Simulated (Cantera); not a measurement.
An isothermal, constant-pressure homogeneous reactor starts with CH4 : H2 = 1 : 2.7 (molar parts), at 1425 K and 0.0263 atm. Integrator tolerance rtol = 1e-08.

Cantera simulation using GRI-Mech 3.0 (53 species, 325 reactions); the numbers are that mechanism's predictions, not measurements. GRI-Mech 3.0 stops at C3 and has no aromatics, soot or wall deposition, so with more carbon than oxygen in the feed, carbon stays in small species such as C2H2 where larger ones or solid carbon would form. Radical loss at walls, strong at low pressure, is not modelled.

### Question
What does this change do: temperature 1425 to 1275 K?

### Answer
```json
[
 {"quantity": "x(CH4) at 20.0 s", "before": "0.195 (gas-phase equilibrium 0.0139)", "after": "0.269 (gas-phase equilibrium 0.0803)"},
 {"quantity": "x(H2) at 20.0 s", "before": "0.775 (gas-phase equilibrium 0.885)", "after": "0.730 (gas-phase equilibrium 0.844)"},
 {"quantity": "x(C2H2) at 20.0 s", "before": "0.0289 (gas-phase equilibrium 0.0996)", "after": "0.000262 (gas-phase equilibrium 0.0692)"},
 {"quantity": "x(C2H4) at 20.0 s", "before": "0.000782 (gas-phase equilibrium 0.00146)", "after": "0.000225 (gas-phase equilibrium 0.00621)"},
 {"quantity": "x(CH2) at 20.0 s", "before": "1.83e-9 (gas-phase equilibrium 4.18e-10)", "after": "1.61e-11 (gas-phase equilibrium 2.24e-11)"},
 {"quantity": "x(CH3) at 20.0 s", "before": "9.98e-5 (gas-phase equilibrium 1.25e-5)", "after": "1.21e-5 (gas-phase equilibrium 7.75e-6)"}
]
```

### Question
What does this change do: CH4 1 to 0.12 parts?

### Answer
```json
[
 {"quantity": "x(CH4) at 20.0 s", "before": "0.195 (gas-phase equilibrium 0.0139)", "after": "0.0383 (gas-phase equilibrium 0.00664)"},
 {"quantity": "x(H2) at 20.0 s", "before": "0.775 (gas-phase equilibrium 0.885)", "after": "0.960 (gas-phase equilibrium 0.976)"},
 {"quantity": "x(C2H2) at 20.0 s", "before": "0.0289 (gas-phase equilibrium 0.0996)", "after": "0.00195 (gas-phase equilibrium 0.0170)"},
 {"quantity": "x(C2H4) at 20.0 s", "before": "0.000782 (gas-phase equilibrium 0.00146)", "after": "5.42e-5 (gas-phase equilibrium 0.000274)"},
 {"quantity": "x(CH2) at 20.0 s", "before": "1.83e-9 (gas-phase equilibrium 4.18e-10)", "after": "6.71e-10 (gas-phase equilibrium 1.81e-10)"},
 {"quantity": "x(CH3) at 20.0 s", "before": "9.98e-5 (gas-phase equilibrium 1.25e-5)", "after": "2.65e-5 (gas-phase equilibrium 5.68e-6)"}
]
```
